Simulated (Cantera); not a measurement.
Cantera run, input and output.

```python
import numpy as np
import cantera as ct

gas = ct.Solution("h2o2.yaml")
gas.TPX = 675, 620000, {'H2': 1, 'O2': 0.877, 'N2': 3.77}
flame = ct.FreeFlame(gas, width=0.011)
flame.set_refine_criteria(ratio=3, slope=0.08, curve=0.16)
flame.transport_model = "mixture-averaged"
flame.solve(loglevel=0, auto=True)
z, T = flame.grid, flame.T
thick = (T[-1] - T[0]) / np.gradient(T, z).max()
show = ['H2', 'O2', 'HO2', 'O', 'H2O2', 'H2O']
print(f"laminar burning velocity  {flame.velocity[0] * 100:.3f} cm/s")
print(f"burnt temperature         {T[-1]:.1f} K")
print(f"thermal thickness         {thick * 1e3:.4f} mm")
print(f"grid points               {len(z)}")
z0 = z[flame.heat_release_rate.argmax()]
print(f"{'z/mm':>9s}{'T/K':>9s}{'u/(m/s)':>9s}" + "".join(f"{s:>11s}" for s in show))
rows = []
for k in (-3, -2, -1.5, -1, -0.5, -0.25, 0, 0.25, 0.5, 1, 2, 4, 8):
    zz = z0 + k * thick
    rows.append([k * thick, np.interp(zz, z, T), np.interp(zz, z, flame.velocity),
                 *(np.interp(zz, z, flame.X[gas.species_index(s)]) for s in show)])
    print(f"{rows[-1][0] * 1e3:9.3f}{rows[-1][1]:9.1f}{rows[-1][2]:9.3f}" + "".join(f"{x:11.3e}" for x in rows[-1][3:]))
```

Output:

```
laminar burning velocity  209.354 cm/s
burnt temperature         1942.3 K
thermal thickness         0.0568 mm
grid points               110
     z/mm      T/K  u/(m/s)         H2         O2        HO2          O       H2O2        H2O
   -0.170    675.2    2.090  1.752e-01  1.557e-01  1.053e-07  1.094e-12  2.466e-08  1.122e-05
   -0.114    676.1    2.083  1.711e-01  1.564e-01  1.099e-06  1.669e-10  2.590e-07  9.022e-05
   -0.085    679.4    2.078  1.645e-01  1.576e-01  6.709e-06  3.999e-09  1.581e-06  4.323e-04
   -0.057    696.1    2.095  1.487e-01  1.598e-01  4.994e-05  1.178e-07  1.130e-05  2.425e-03
   -0.028    850.0    2.472  1.070e-01  1.576e-01  5.960e-04  2.325e-05  1.147e-04  2.372e-02
   -0.014   1111.9    3.183  7.286e-02  1.421e-01  6.017e-04  3.564e-04  1.212e-04  6.250e-02
    0.000   1413.8    4.019  3.913e-02  1.156e-01  3.623e-04  1.747e-03  2.067e-05  1.130e-01
    0.014   1624.3    4.610  1.768e-02  9.371e-02  2.105e-04  3.129e-03  5.044e-06  1.492e-01
    0.028   1744.0    4.945  8.420e-03  8.319e-02  1.312e-04  3.305e-03  3.183e-06  1.664e-01
    0.057   1850.7    5.236  3.156e-03  7.778e-02  6.282e-05  2.173e-03  1.876e-06  1.779e-01
    0.114   1910.9    5.395  1.042e-03  7.689e-02  2.241e-05  8.127e-04  9.784e-07  1.834e-01
    0.227   1933.3    5.452  2.899e-04  7.711e-02  7.063e-06  2.385e-04  4.697e-07  1.857e-01
    0.454   1940.2    5.469  9.311e-05  7.732e-02  3.093e-06  8.397e-05  2.586e-07  1.865e-01
```

Model: the H2/O2 subset of GRI-Mech 3.0, which has no nitrogen chemistry, integrated in Cantera. The hydrogen kinetics of GRI-Mech 3.0 are dated; newer H2 mechanisms differ, most at raised pressure. Burning velocities carry a grid error of a few per cent, more on coarse grids. Lean hydrogen flames are cellular in practice and burn faster than this planar one.
